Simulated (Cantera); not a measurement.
Input: 1 mol C2F6, 2.1 mol H2, held at 2523.15 K and 0.0518 Torr.

Equilibrium computed with Cantera from the NASA thermochemical tables; the gas is ideal and each condensed phase is pure. Candidate condensed phases: C, C6H6, C7H8, C8H18; 95 gas species. The feed counts by its element totals alone. The numbers say what is thermodynamically allowed, not how fast it happens.

Base state: HF 0.609, F 0.317, H 0.0477, CF 0.0111, C3 0.0103, C 0.00331, C2 0.000952, CF2 0.000672 (mole fractions); condensed: C(graphite).

### Question
What changes in the equilibrium state with this change: temperature from 2523.15 K to 973 K?

### Answer
| species | before | after |
|---|---|---|
| HF | 0.609 | 0.903 |
| CF4 | <1e-9 | 0.0968 |
| CF2 | 0.000672 | 7.88e-9 |
| F | 0.317 | 1.58e-9 |
| H | 0.0477 | <1e-9 |
| CF | 0.0111 | <1e-9 |
| C3 | 0.0103 | <1e-9 |
| C | 0.00331 | <1e-9 |
| C2 | 0.000952 | <1e-9 |
| H2 | 0.000203 | <1e-9 |
| C2H | 4.29e-5 | <1e-9 |
| C5 | 3.38e-5 | <1e-9 |
| C(graphite), mol | 1.69 | 1.55 |
Gases not in the tables: C2F6 and larger saturated fluorocarbons.
